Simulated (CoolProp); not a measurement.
A closed Brayton cycle with dry air: compressor inlet 326.15 K and 4.2 MPa, high pressure 9.07 MPa, turbine inlet 815 K, compressor efficiency 0.89, turbine efficiency 0.9, recuperator effectiveness 0 (on enthalpy, no pinch check). Each further row changes one setting.

Values from CoolProp's reference Helmholtz-energy equation of state, Lemmon 2000. It is a pseudo-pure fit of the blend.

```
case                           thermal efficiency (%)  net work (kJ/kg)  compressor to turbine work  compressor exit (K)  turbine exit (K)
-----------------------------  ----------------------  ----------------  --------------------------  -------------------  ----------------
as stated                                        13.5              58.3                        0.61                417.2             679.6
turbine inlet 765 K                              13.0              49.0                        0.65                417.2             636.6
compressor inlet 336.15 K                        13.2              55.3                        0.63                429.8             679.6
high pressure 7.71 MPa                           11.1              50.2                        0.58                396.3             706.2
recuperator effectiveness 0.5                    19.9              58.3                        0.61                417.2             679.6
```
